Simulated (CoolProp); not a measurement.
A single-stage vapour-compression cycle with R245fa: evaporating at 321.15 K (dew point), condensing at 372.15 K (bubble point), superheat 2 K, subcooling 5 K, compressor efficiency 0.8, no pressure losses. Each further row changes one setting.

Model: reference Helmholtz-energy equation of state, Akasaka 2015, in CoolProp.

```tsv
case	cooling COP	pressure ratio	discharge temperature (K)	refrigerating effect (kJ/kg)	volumetric capacity (kJ/m³)
as stated	3.78	3.82	372.2	112	2000
evaporating temperature 326.15 K	4.39	3.28	372.2	116	2390
condensing temperature 367.15 K	4.39	3.41	367.1	120	2130
subcooling 10 K	4.04	3.82	372.2	120	2130
superheat 12 K	3.89	3.82	379.4	122	2080
compressor efficiency 0.7	3.31	3.82	373.5	112	2000
```

The compression ends wet for: as stated; evaporating temperature 326.15 K; condensing temperature 367.15 K; subcooling 10 K.
